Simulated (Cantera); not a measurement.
Input: 1 mol Cu₂O, 0.92 mol CO, 3.5 mol CH₄, equilibrated at 4700 Pa.

These are equilibrium values from Cantera (NASA tables, ideal gas, pure condensed phases), not measurements of a reactor. Candidate condensed phases: C, C₆H₆, C₇H₈, C₈H₁₈, Cu, CuO, Cu(OH)₂, Cu₂O, H₂O; 113 gas species. The numbers say what is thermodynamically allowed, not how fast it happens.

x: gas mole fraction; n: condensed amount in mol.

```
T (K)   x H₂   x CO      x Cu       x H     x CH₄  x C₂H₂ (acetylene)  x H₂O  n C(graphite)  n Cu(s)  n Cu(l)
-----  -----  -----  --------  --------  --------  ------------------  -----  -------------  -------  -------
1248   0.784  0.215   9.37e-7   1.91e-6  0.000322             1.91e-7      …           2.50     2.00        0
1298   0.784  0.215   3.20e-6   4.38e-6  0.000230             4.38e-7      …           2.50     2.00        0
1348   0.785  0.215   9.96e-6   9.45e-6  0.000169             9.43e-7      …           2.50     2.00        0
1398   0.785  0.215   2.76e-5   1.93e-5  0.000126             1.92e-6      …           2.50        0     2.00
1448   0.785  0.215   7.06e-5   3.77e-5   9.65e-5             3.73e-6      …           2.50        0     2.00
1498   0.784  0.215  0.000169   7.02e-5   7.51e-5             6.91e-6      …           2.50        0     2.00
1548   0.784  0.215  0.000383  0.000126   5.93e-5             1.23e-5      …           2.50        0     2.00
1598   0.784  0.215  0.000821  0.000217   4.75e-5             2.11e-5      …           2.50        0     1.99
1648   0.783  0.215   0.00168  0.000363   3.86e-5             3.50e-5      …           2.50        0     1.98
1698   0.782  0.214   0.00329  0.000590   3.17e-5             5.63e-5      …           2.50        0     1.97
1748   0.779  0.214   0.00620  0.000930   2.62e-5             8.80e-5      …           2.50        0     1.94
1798   0.774  0.213    0.0113   0.00143   2.18e-5            0.000134      …           2.50        0     1.90
1848   0.767  0.211    0.0198   0.00214   1.82e-5            0.000198      …           2.50        0     1.82
1898   0.755  0.208    0.0337   0.00313   1.52e-5            0.000284      …           2.49        0     1.69
```

Some entries are withheld; supply them.


- 1248, x H₂O: 0.000122
- 1298, x H₂O: 7.38e-5
- 1348, x H₂O: 4.63e-5
- 1398, x H₂O: 3.01e-5
- 1448, x H₂O: 2.01e-5
- 1498, x H₂O: 1.38e-5
- 1548, x H₂O: 9.74e-6
- 1598, x H₂O: 7.01e-6
- 1648, x H₂O: 5.15e-6
- 1698, x H₂O: 3.84e-6
- 1748, x H₂O: 2.91e-6
- 1798, x H₂O: 2.23e-6
- 1848, x H₂O: 1.72e-6
- 1898, x H₂O: 1.33e-6
